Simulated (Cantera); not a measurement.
Feed: 1 mol trisilylamine, 2.3 mol N₂, equilibrated at 5.20 Pa.

These are equilibrium values from Cantera (NASA tables, ideal gas, pure condensed phases), not measurements of a reactor. Candidate condensed phases: Si, Si₃N₄; 18 gas species. The feed counts by its element totals alone. Mutual solubility and eutectic melting of coexisting phases are not modelled. Kinetics and transport are ignored.

Problem. Which condensed phases are stable at each of these points (T (K)): 925, 1000, 1075, 1150, 1225, 1300, 1375, 1450?

Solution. 
| T (K) | condensed phases | Si condensed (%) |
|---|---|---|
| 925 | Si₃N₄(s) | 100.0 |
| 1000 | Si₃N₄(s) | 100.0 |
| 1075 | Si₃N₄(s) | 100.0 |
| 1150 | Si₃N₄(s) | 100.0 |
| 1225 | Si₃N₄(s) | 100.0 |
| 1300 | Si₃N₄(s) | 100.0 |
| 1375 | Si₃N₄(s) | 100.0 |
| 1450 | Si(s) + Si₃N₄(s) | 100.0 |

From 925 K to 1375 K the condensed part is Si₃N₄(s). At 1450 K the condensed part is Si(s) + Si₃N₄(s).
